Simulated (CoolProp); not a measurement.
Computed with CoolProp (reference Helmholtz-energy equation of state, Lemmon 2016).

Task: Give the vapour pressure (MPa), vapour density (kg/m³), liquid cp (kJ/(kg K)) of saturated R365MFC at -8.95 °C.

Result: 
```json
[
 {"T (°C)": "-8.95", "p (MPa)": "0.0116", "vapour density (kg/m³)": "0.788", "liquid cp (kJ/(kg K))": "1.32"}
]
```
